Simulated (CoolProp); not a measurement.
Vapour-liquid equilibrium of methanol (1) + ethanol (2) at 76.85 °C; x and y are mole fractions of (1).

The numbers come from the multi-fluid Helmholtz-energy mixture model, de Reuck 1993 and Schroeder 2014; pair parameters Bell 2016 in CoolProp.

```tsv
x	bubble pressure, mixture model (MPa)	bubble pressure, Raoult's law (MPa)	y, mixture model	y, Raoult's law
0.05	(withheld)	0.09853	0.082	0.082
0.125	0.1036	0.1035	0.192	0.195
0.2	(withheld)	0.1085	0.291	0.298
0.275	0.1131	0.1135	0.382	0.392
0.35	0.1178	0.1185	(withheld)	0.478
0.425	0.1224	0.1235	0.544	0.557
0.5	0.1271	0.1285	0.618	0.629
0.575	(withheld)	0.1335	(withheld)	0.697
0.65	0.1369	0.1384	0.752	0.759
0.725	(withheld)	0.1434	0.813	0.817
0.8	0.1472	0.1484	0.870	0.872
0.875	0.1525	0.1534	0.922	0.922
0.95	0.1580	0.1584	0.970	0.970
```

Complete the blanks.


- 0.05, bubble pressure, mixture model (MPa): 0.09866
- 0.2, bubble pressure, mixture model (MPa): 0.1084
- 0.35, y, mixture model: 0.466
- 0.575, bubble pressure, mixture model (MPa): 0.1320
- 0.575, y, mixture model: 0.687
- 0.725, bubble pressure, mixture model (MPa): 0.1420

The largest gap from Raoult's law is -1.1 % in bubble pressure, at x = 0.575. No azeotrope shows between x = 0.05 and 0.95.

The pair parameters rest on a limited set of measurements; away from them the model extrapolates.
